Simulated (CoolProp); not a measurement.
Values from CoolProp's reference Helmholtz-energy equation of state, Schroeder 2014.

**Question.** For ethanol, give the phase and the density (kg/m³), isothermal compressibility (1/MPa), viscosity (µPa s), Prandtl number at 501.2 K and 68.9 bar; 544.9 K and 68.9 bar; 588.6 K and 68.9 bar.

**Answer.** 
- 501.2 K and 68.9 bar: liquid; density 501, isothermal compressibility 0.0265, viscosity 70.6, Prandtl number 2.93
- 544.9 K and 68.9 bar: supercritical; density 108, isothermal compressibility 0.276, viscosity 19.7, Prandtl number 1.33
- 588.6 K and 68.9 bar: supercritical; density 81.3, isothermal compressibility 0.191, viscosity 19.9, Prandtl number 0.979

Viscosity comes from a separate model (Kiselev 2005). Thermal conductivity comes from a separate model (Assael 2013).
